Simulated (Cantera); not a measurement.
A closed system holds: 1 mol borazine, 0.11 mol O2, held at 1423 K and 0.100 bar.

Equilibrium computed with Cantera from the NASA thermochemical tables; the gas is ideal and each condensed phase is pure. Candidate condensed phases: B, BN, B2O3, B3O3H3, H2O; 39 gas species. The feed counts by its element totals alone. Mutual solubility and eutectic melting of coexisting phases are not modelled. Gases not in the tables: H3BO3. Kinetics and transport are ignored.

Base state: H2 0.974, N2 0.0234, HBO2 0.00120, H2O 0.00104, HBO 0.000371, B2O3 4.10e-5, H 2.07e-5 (mole fractions); condensed: BN(s) + B2O3(l).

What changes in the equilibrium state with this change: pressure from 0.100 bar to 10.0 mbar?


| species | before | after |
|---|---|---|
| H2 | 0.974 | 0.971 |
| N2 | 0.0234 | 0.0235 |
| HBO2 | 0.00120 | 0.00259 |
| HBO | 0.000371 | 0.00172 |
| B2O2 | 1.31e-6 | 2.82e-5 |
| B2O3 | 4.10e-5 | 0.000410 |
| BN(s), mol | 2.86 | 2.86 |
| B2O3(l), mol | 0.0693 | 0.0644 |

What changes in the equilibrium state with this change: temperature from 1423 K to 1698.15 K?


```tsv
species	before	after
H2	0.974	0.936
N2	0.0234	0.0247
HBO	0.000371	0.0179
HBO2	0.00120	0.0107
B2O2	1.31e-6	0.00159
BO	2.31e-7	0.000170
B2O3	4.10e-5	0.00760
B3O3H3	1.09e-6	2.89e-5
H	2.07e-5	0.000443
BN(s), mol	2.86	2.84
B2O3(l), mol	0.0693	0.00344
```

What changes in the equilibrium state with this change: temperature from 1423 K to 1073 K?


| species | before | after |
|---|---|---|
| H2 | 0.974 | 0.975 |
| N2 | 0.0234 | 0.0235 |
| H2O | 0.00104 | 0.00122 |
| HBO2 | 0.00120 | 1.20e-5 |
| HBO | 0.000371 | 1.26e-7 |
| B2O3 | 4.10e-5 | <1e-9 |
| H | 2.07e-5 | 4.37e-8 |
| BN(s), mol | 2.86 | 2.86 |
| B2O3(l), mol | 0.0693 | 0.0721 |
